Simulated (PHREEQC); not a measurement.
Model water analysis in mmol/kgw, 25 °C, pH 7.33, pe 12.1: Na 0.351; K 0.0347; Ca 0.101; Mg 0.346; Cl 0.0718; S(6) 0.146; Alkalinity (meq/kgw) 0.951; Si 0.00297; N(5) 0.00059.

Valence states are taken as typed.

Equilibrium calculation in PHREEQC: ion-association model, wateq4f.dat.

This is a speciation only: nothing precipitates in the calculation.

Task: Order these C species by the share of C that they hold, largest first: CO2, MgHCO3+, CO3-2, HCO3-.

Result: HCO3- (90 %), CO2 (9.1 %), MgHCO3+ (0.29 %), CO3-2 (0.10 %)

Task: Order these S species by the share of S that they hold, largest first: SO4-2, CaSO4, NaSO4-, MgSO4.

Result: SO4-2 (94 %), MgSO4 (5.0 %), CaSO4 (1.3 %), NaSO4- (0.14 %)

The pH is 7.33 and the ionic strength 0.00185 mol/kgw.
